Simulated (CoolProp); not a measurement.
Values from CoolProp's reference Helmholtz-energy equation of state, Leachman 2009.

Q: For normal hydrogen, give the phase and the cp (kJ/(kg K)), Prandtl number at 151.2 K and 1620 kPa; 188.4 K and 1620 kPa.

A: 
- 151.2 K and 1620 kPa: supercritical; cp 12.8, Prandtl number 0.683
- 188.4 K and 1620 kPa: supercritical; cp 13.5, Prandtl number 0.682

Viscosity comes from a separate model (Muzny 2013). Thermal conductivity comes from a separate model (Assael 2011).
